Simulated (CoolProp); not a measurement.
Vapour-liquid equilibrium of toluene (1) + o-xylene (2) at 5.71 kPa; x and y are mole fractions of (1).

Model: multi-fluid Helmholtz-energy mixture model, Lemmon 2006 and Zhou 2012; pair parameters Bell 2016, in CoolProp.

Problem. Give the bubble temperature and the first vapour's composition at x = 0.575, 0.725, 0.8. Is there an azeotrope?

Solution. x = 0.575: 314.1 K, y = 0.839; x = 0.725: 310.9 K, y = 0.911; x = 0.8: 309.6 K, y = 0.939. No azeotrope shows between x = 0.05 and 0.95.

The pair parameters rest on a limited set of measurements; away from them the model extrapolates.
